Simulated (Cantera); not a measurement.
Mixture: CH3OH : O2 : N2 = 1 : 1.36 : 5.13 (molar parts), at 7500 Torr, adiabatic and at constant volume. Ignition delay is the time to a rise of 400 K.

Cantera simulation using GRI-Mech 3.0 (53 species, 325 reactions); the numbers are that mechanism's predictions, not measurements. GRI-Mech 3.0 was tuned for natural gas; its chemistry of methanol as a main component is partial and can be far from experiment.

Task: What does this change do: N2 5.13 to 13 parts?

Result: 
| quantity | before | after |
|---|---|---|
| delay at 1323 K | 0.218 ms | 0.288 ms |
| delay at 1423 K | 62.2 µs | 85.4 µs |
| delay at 1523 K | 21.7 µs | 31.5 µs |
| delay at 1623 K | 8.98 µs | 13.8 µs |
| apparent activation energy between 1573 and 1673 K | 180 kJ/mol | 170 kJ/mol |
